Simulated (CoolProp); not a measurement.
Vapour-liquid equilibrium of cyclohexane (1) + p-xylene (2) at 509.9 K; x and y are mole fractions of (1).

Values from CoolProp's multi-fluid Helmholtz-energy mixture model, Zhou 2014 and Zhou 2012; pair parameters Bell 2016.

```csv
x,bubble pressure (bar),y at the bubble point,dew pressure at overall composition x (bar),liquid density (mol/L)
0.05,8.815,0.119,8.318,6.042
0.15,10.43,0.303,9.055,6.060
0.25,11.99,0.439,9.915,6.074
0.35,13.50,0.547,10.93,6.086
0.45,14.98,0.636,12.13,6.094
0.55,16.44,0.712,13.55,6.099
0.65,17.89,0.781,15.24,6.100
0.75,19.35,0.846,17.21,6.097
0.85,20.84,0.908,19.45,6.091
0.95,22.36,0.969,21.88,6.081
```

No azeotrope shows between x = 0.05 and 0.95.

The pair parameters rest on a limited set of measurements; away from them the model extrapolates.
